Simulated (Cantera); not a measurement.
Cantera run:

```python
import numpy as np
import cantera as ct

gas_names = """
    C CO CO2 C2 C2O C3 C3O2 C4 C5 Cu CuO Cu2 O O2 O3
""".split()
cond_names = """
    C(gr) Cu(cr) Cu(L) CuO(s) Cu2O(s) Cu2O(L)
""".split()


# ... load() reads the species with a 1 bar reference pressure and builds the phases ...
atoms = {
    'Cu': {'Cu': 1},
    'O2': {'O': 2},
    'CO': {'C': 1, 'O': 1},
}
top_T = {'C(gr)': 4500, 'CuO(s)': 1390}  # K; cautious upper limits of use, not melting points


# ... equilibrate(T, P, feed) seeds the gas with the atoms and calls Mixture.equilibrate('TP', solver="vcs", rtol=1e-11, max_steps=5000) ...
results = []
feed = {'Cu': 1, 'O2': 0.32, 'CO': 18}  # mol
T = 973.15  # K
for P in [10, 61, 370, 2200, 13000, 82000, 500000, 3000000]:
    mix = equilibrate(T, P, feed)
    results.append((T, P, feed, dict(zip(mix.species_names, mix.species_moles))))

top = {s: max(r[3][s] / sum(r[3][g] for g in gas_names) for r in results) for s in gas_names}
cols = sorted((s for s in top if top[s] > 1e-06), key=lambda s: -top[s])[:9]
seen = [c for c in cond_names if any(r[3].get(c, 0) > 1e-12 for r in results)]
print("log10 of partial pressures in bar; condensed amounts in mol")
print(f"{'P/Pa':>10s}" + "".join(f"{s[:9]:>10s}" for s in cols + seen))
for T, P, feed, n in results:
    ng = sum(n[g] for g in gas_names)
    print(f"{P:10.4g}" + "".join(f"{np.log10(max(n[s] / ng * P / 1e5, 1e-99)):10.3f}" for s in cols)
          + "".join(f"{n.get(c, 0):10.4g}" for c in seen))
```

It prints:

```
log10 of partial pressures in bar; condensed amounts in mol
      P/Pa        CO       CO2     C(gr)    Cu(cr)
        10    -4.016    -5.449         0         1
        61    -3.230    -4.664         0         1
       370    -2.448    -3.881         0         1
      2200    -1.673    -3.107         0         1
   1.3e+04    -0.934    -1.868      1.12         1
   8.2e+04    -0.272    -0.544     4.175         1
     5e+05     0.253     0.506     6.646         1
     3e+06     0.699     1.398     7.833         1
```

These are equilibrium values from Cantera (NASA tables, ideal gas, pure condensed phases), not measurements of a reactor.
